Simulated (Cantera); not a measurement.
Input: 1 mol SiH4, 4.2 mol O2, 1.8 mol N2, held at 26.0 Pa.

Method: chemical equilibrium by Gibbs-energy minimisation in Cantera with the NASA 1993 tables (ideal gas, pure condensed phases). Candidate condensed phases: H2O, Si, SiO2, Si2N2O, Si3N4; 35 gas species. The tables hold silica as quartz up to 1696 K and as liquid above; real silica turns to tridymite and cristobalite and melts near 1996 K. Rates play no part.

Question: Which condensed phases are stable at each of these points (T (K)): 573, 648, 723, 798, 873, 948, 1023, 1098, 1173, 1248, 1323, 1398?

Answer: 
| T (K) | condensed phases | Si condensed (%) |
|---|---|---|
| 573 | SiO2(α-quartz) | 100.0 |
| 648 | SiO2(α-quartz) | 100.0 |
| 723 | SiO2(α-quartz) | 100.0 |
| 798 | SiO2(α-quartz) | 100.0 |
| 873 | SiO2(β-quartz) | 100.0 |
| 948 | SiO2(β-quartz) | 100.0 |
| 1023 | SiO2(β-quartz) | 100.0 |
| 1098 | SiO2(β-quartz) | 100.0 |
| 1173 | SiO2(β-quartz) | 100.0 |
| 1248 | SiO2(β-quartz) | 100.0 |
| 1323 | SiO2(β-quartz) | 100.0 |
| 1398 | SiO2(β-quartz) | 100.0 |

From 573 K to 798 K the condensed part is SiO2(α-quartz). From 873 K to 1398 K the condensed part is SiO2(β-quartz).
